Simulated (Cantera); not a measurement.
# Premixed flame

A freely propagating, adiabatic, planar premixed flame of 8.91 % CH4, 1.87 % C2H6, 18.7 % O2, 70.5 % N2, equivalence ratio 1.3, unburnt at 350 K and 97.5 Torr; mixture-averaged transport, grid criteria slope 0.08 and curve 0.16, no radiation.

Cantera simulation using GRI-Mech 3.0 (53 species, 325 reactions); the numbers are that mechanism's predictions, not measurements. Burning velocities carry a grid error of a few per cent, more on coarse grids.

| z (mm) | T (K) | u (m/s) | x CH4 | x C2H6 | x O2 | x CH2CO | x CO2 | x O |
|---|---|---|---|---|---|---|---|---|
| -7.76 | 350 | 0.587 | 0.0890 | 0.0187 | 0.187 | <1e-8 | 2.04e-8 | <1e-8 |
| -5.17 | 351 | 0.591 | 0.0886 | 0.0186 | 0.186 | <1e-8 | 8.62e-7 | <1e-8 |
| -3.88 | 359 | 0.607 | 0.0878 | 0.0185 | 0.185 | 8.07e-8 | 1.09e-5 | <1e-8 |
| -2.59 | 448 | 0.766 | 0.0829 | 0.0180 | 0.178 | 3.43e-6 | 0.000296 | 7.45e-8 |
| -1.29 | 953 | 1.68 | 0.0575 | 0.0129 | 0.136 | 0.000100 | 0.00455 | 6.57e-6 |
| -0.647 | 1370 | 2.46 | 0.0328 | 0.00514 | 0.0915 | 0.000286 | 0.0111 | 8.11e-5 |
| 0 | 1724 | 3.14 | 0.00963 | 0.000332 | 0.0448 | 0.000247 | 0.0210 | 0.000455 |
| 0.647 | 1887 | 3.44 | 0.00123 | 2.53e-6 | 0.0175 | 4.66e-5 | 0.0315 | 0.000999 |
| 1.29 | 1929 | 3.51 | 9.64e-5 | 1.16e-8 | 0.00706 | 3.86e-6 | 0.0400 | 0.00124 |
| 2.59 | 1946 | 3.53 | 5.36e-7 | <1e-8 | 0.00257 | 3.60e-8 | 0.0492 | 0.00122 |
| 5.17 | 1955 | 3.54 | <1e-8 | <1e-8 | 0.00188 | <1e-8 | 0.0535 | 0.00111 |
| 10.3 | 1967 | 3.55 | <1e-8 | <1e-8 | 0.00165 | <1e-8 | 0.0542 | 0.000991 |
| 20.7 | 1985 | 3.58 | <1e-8 | <1e-8 | 0.00136 | <1e-8 | 0.0542 | 0.000810 |
x: mole fraction of selected species; z is measured from the peak of heat release.

- laminar burning velocity: 58.6 cm/s
- thermal thickness: 2.59 mm
- peak x(CH2CO): 0.000328
- peak x(O): 0.00126
- grid points: 152
